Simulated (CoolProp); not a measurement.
Vapour-liquid equilibrium of R134a (1) + R227EA (2) at 0.0195 MPa; x and y are mole fractions of (1).

Values from CoolProp's multi-fluid Helmholtz-energy mixture model, Tillner-Roth 1994 and Lemmon 2016; pair parameters Bell 2016.

```tsv
x	bubble temperature (°C)	y at the bubble point	dew temperature at overall composition x (°C)	liquid density (mol/L)
0.05	-49.5	0.093	-49.2	9.883
0.2	-51.5	0.318	-50.5	10.43
0.35	-53.1	0.487	-51.8	11.02
0.5	-54.3	0.623	-53.2	11.67
0.65	-55.2	0.741	-54.5	12.38
0.8	-56.0	0.850	-55.7	13.17
0.95	-56.6	0.961	-56.6	14.05
```

No azeotrope shows between x = 0.05 and 0.95.

Pair parameters are fitted to limited data, so mixtures are less certain than the pure fluids.
